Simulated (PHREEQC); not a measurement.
Dissolve 0.014 mol HCl, 0.0027 mol CuSO4 and 0.00054 mol Fe2(SO4)3 per kg of water at 25 °C. Closed to the air; pH follows from the charge balance.

The numbers come from PHREEQC with the ion-association model, phreeqc.dat.

Precipitation was switched off in this run.

Order these S species by the share of S that they hold, largest first: SO4-2, CuSO4, HSO4-, FeHSO4+2, FeSO4+.

SO4-2 (43 %), HSO4- (31 %), FeSO4+ (17 %), CuSO4 (6.7 %), FeHSO4+2 (0.82 %)

The pH is 1.95 and the ionic strength 0.0239 mol/kgw. Saturation is exceeded, for instance for Hematite (slow to form), Goethite (slow to form); the values hold only as long as no solid forms.
